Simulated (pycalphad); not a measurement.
An equivalent pycalphad script:

```python
from pycalphad import Database, equilibrium, calculate, variables as v
import numpy as np
db = Database('COST507.tdb')
comps = ['AL', 'SI', 'C', 'VA']
phases = ['AL4C3', 'AL4SIC4', 'AL8SIC7', 'CSI', 'DIAMOND_A4', 'FCC_A1', 'GRAPHITE', 'LIQUID']
eq = equilibrium(db, comps, phases, {v.X('SI'): 0.0036, v.X('C'): 0.0228, v.T: np.arange(1850, 499, -50), v.P: 101325, v.N: 1}, output=['HM', 'SM'])
```

Source of the numbers: pycalphad with the COST 507 light-alloy database (1999); pressure 1 atm. The database dates from 1999; later assessments differ in places, in temperatures and in the compounds included. Phase fractions are per mole of atoms. Kinetics are ignored, which matters at the lower temperatures.

Results at three of the temperatures:

```
T = 1400.00 K, P = 101325 Pa, N = 1 mol of atoms
G = -74450 J/mol, H = 41132 J/mol, S = 82.56 J/(mol K)  (SER reference)
chemical potentials (J/mol): Al -74426, Si -119906, C -68294
phase             fraction      x(Al)      x(Si)       x(C)
LIQUID              0.9469     0.9962     0.0038   2.89e-05
AL4C3               0.0531     0.5713   0.000141     0.4286
```

```
T = 1150.00 K, P = 101325 Pa, N = 1 mol of atoms
G = -54559 J/mol, H = 33270 J/mol, S = 76.37 J/(mol K)  (SER reference)
chemical potentials (J/mol): Al -54096, Si -87377, C -69151
phase             fraction      x(Al)      x(Si)       x(C)
LIQUID              0.9468     0.9962     0.0038   2.76e-07
AL4C3               0.0532     0.5713   0.000115     0.4286
```

```
T = 500.00 K, P = 101325 Pa, N = 1 mol of atoms
G = -16882 J/mol, H = 3363 J/mol, S = 40.49 J/(mol K)  (SER reference)
chemical potentials (J/mol): Al -15579, Si -10615, C -73517
phase             fraction      x(Al)      x(Si)       x(C)
FCC_A1              0.9477     0.9999   0.000131      1e-14
AL8SIC7             0.0521     0.5000     0.0625     0.4375
DIAMOND_A4          0.0002   1.22e-11     1.0000      1e-14
```

Changes of the phase set, refined by bisection:

| T (K) | phases above | phases below |
|---|---|---|
| 931.2 | AL4C3 + LIQUID | AL4C3 + FCC_A1 + LIQUID |
| 927.8 | AL4C3 + FCC_A1 + LIQUID | AL4C3 + AL8SIC7 + FCC_A1 |
| 844.7 | AL4C3 + AL8SIC7 + FCC_A1 | AL8SIC7 + FCC_A1 |
| 548.2 | AL8SIC7 + FCC_A1 | AL8SIC7 + DIAMOND_A4 + FCC_A1 |

Database names, with the compositions (at.%) that they take in these runs: AL4C3: Al 57 C 43; AL8SIC7: Al 50 C 44 Si 6. FCC_A1 is fcc; DIAMOND_A4 is diamond (Si).
